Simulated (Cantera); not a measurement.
Cantera run:

```python
import numpy as np
import cantera as ct

gas_names = """
    CL CLO CL2 Fe FeCL FeCL2 FeCL3 FeO Fe(OH)2 Fe2CL4 Fe2CL6 H HCL HOCL HO2 H2 H2O H2O2 O OH O2 O3
""".split()
cond_names = """
    Fe(a) Fe(c) Fe(d) Fe(L) FeCL2(s) FeCL2(L) FeCL3(s) FeCL3(L) FeO(s) FeO(L) Fe(OH)2(s) Fe(OH)3(s)
    Fe2O3(s) Fe3O4(s) H2O(s) H2O(L)
""".split()


# ... load() reads the species with a 1 bar reference pressure and builds the phases ...
atoms = {
    'Fe3O4': {'Fe': 3, 'O': 4},
    'HCl': {'H': 1, 'CL': 1},
    'O2': {'O': 2},
}
top_T = {'Fe2O3(s)': 1830, 'Fe3O4(s)': 1870}  # K; cautious upper limits of use, not melting points


# ... equilibrate(T, P, feed) seeds the gas with the atoms and calls Mixture.equilibrate('TP', solver="vcs", rtol=1e-11, max_steps=5000) ...
results = []
feed = {'Fe3O4': 1, 'HCl': 0.29, 'O2': 0.012}  # mol
P = 1000  # Pa
for T in [723, 798, 873, 948, 1023, 1098, 1173, 1248, 1323, 1398, 1473, 1548, 1623]:
    mix = equilibrate(T, P, feed)
    results.append((T, P, feed, dict(zip(mix.species_names, mix.species_moles))))

top = {s: max(r[3][s] / sum(r[3][g] for g in gas_names) for r in results) for s in gas_names}
cols = sorted((s for s in top if top[s] > 1e-05), key=lambda s: -top[s])[:5]
seen = [c for c in cond_names if any(r[3].get(c, 0) > 1e-12 for r in results)]
print("log10 of partial pressures in bar; condensed amounts in mol")
print(f"{'T/K':>10s}" + "".join(f"{s[:9]:>10s}" for s in cols + seen))
for T, P, feed, n in results:
    ng = sum(n[g] for g in gas_names)
    print(f"{T:10.4g}" + "".join(f"{np.log10(max(n[s] / ng * P / 1e5, 1e-99)):10.3f}" for s in cols)
          + "".join(f"{n.get(c, 0):10.4g}" for c in seen))
```

Result:

```
log10 of partial pressures in bar; condensed amounts in mol
       T/K       HCL       H2O     FeCL2        O2        CL  FeCL2(s)  Fe2O3(s)  Fe3O4(s)
       723    -2.039    -3.070    -5.355   -20.212   -11.091   0.02258   0.09469    0.9293
       798    -2.014    -3.755    -4.058   -16.908    -9.259 0.0002163    0.0745    0.9489
       873    -2.021    -3.596    -3.783   -14.165    -8.129         0   0.07621     0.947
       948    -2.031    -3.450    -3.579   -11.867    -7.190         0   0.07889    0.9443
      1023    -2.042    -3.324    -3.416    -9.926    -6.396         0   0.08223    0.9409
      1098    -2.055    -3.215    -3.285    -8.266    -5.717         0   0.08596    0.9371
      1173    -2.070    -3.123    -3.179    -6.827    -5.129         0   0.08965    0.9333
      1248    -2.086    -3.043    -3.094    -5.567    -4.616         0   0.09222    0.9302
      1323    -2.106    -2.975    -3.029    -4.454    -4.165         0   0.08766     0.932
      1398    -2.142    -2.926    -2.997    -3.462    -3.774         0    0.0283    0.9706
      1473    -2.184    -2.849    -2.907    -3.283    -3.628         0         0     0.987
      1548    -2.227    -2.773    -2.821    -3.255    -3.537         0         0    0.9842
      1623    -2.273    -2.709    -2.754    -3.234    -3.460         0         0    0.9815
```

Equilibrium computed with Cantera from the NASA thermochemical tables; the gas is ideal and each condensed phase is pure. Mutual solubility and eutectic melting of coexisting phases are not modelled. Condensed phases not in the tables: FeOCl.
